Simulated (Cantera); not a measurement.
## Hydrogen reduction and annealing atmospheres: Cr₂O₃ + H₂

Charge: 1 mol Cr₂O₃, 16 mol H₂, held at 13.3 mbar.

Equilibrium computed with Cantera from the NASA thermochemical tables; the gas is ideal and each condensed phase is pure. Candidate condensed phases: Cr, Cr₂O₃, H₂O; 13 gas species. Mutual solubility and eutectic melting of coexisting phases are not modelled. Equilibrium is a limit: real reactors are often held back by kinetics, nucleation or transport.

```json
[
 {"T (K)": "1623", "x H₂": "0.996", "x H₂O": "0.00262", "x Cr": "0.000435", "x H": "0.000598", "n Cr(s)": "0.0210", "n Cr₂O₃(s)": "0.986"},
 {"T (K)": "1648", "x H₂": "0.996", "x H₂O": "0.00301", "x Cr": "0.000668", "x H": "0.000770", "n Cr(s)": "0.0214", "n Cr₂O₃(s)": "0.984"},
 {"T (K)": "1673", "x H₂": "0.995", "x H₂O": "0.00344", "x Cr": "0.00101", "x H": "0.000984", "n Cr(s)": "0.0205", "n Cr₂O₃(s)": "0.982"},
 {"T (K)": "1698", "x H₂": "0.993", "x H₂O": "0.00392", "x Cr": "0.00152", "x H": "0.00125", "n Cr(s)": "0.0175", "n Cr₂O₃(s)": "0.979"},
 {"T (K)": "1723", "x H₂": "0.992", "x H₂O": "0.00444", "x Cr": "0.00224", "x H": "0.00157", "n Cr(s)": "0.0115", "n Cr₂O₃(s)": "0.976"},
 {"T (K)": "1748", "x H₂": "0.990", "x H₂O": "0.00501", "x Cr": "0.00327", "x H": "0.00197", "n Cr(s)": "0.00104", "n Cr₂O₃(s)": "0.973"},
 {"T (K)": "1773", "x H₂": "0.987", "x H₂O": "0.00618", "x Cr": "0.00412", "x H": "0.00245", "n Cr(s)": "0", "n Cr₂O₃(s)": "0.967"},
 {"T (K)": "1798", "x H₂": "0.984", "x H₂O": "0.00764", "x Cr": "0.00509", "x H": "0.00303", "n Cr(s)": "0", "n Cr₂O₃(s)": "0.959"}
]
```
x: gas mole fraction; n: condensed amount in mol.

From 1623 K to 1748 K the condensed part is Cr(s) + Cr₂O₃(s). From 1773 K to 1798 K the condensed part is Cr₂O₃(s). The main Cr-bearing gas is Cr throughout. The share of Cr in condensed phases is highest at 1623 K (99.7 %) and lowest at 1798 K (95.9 %).
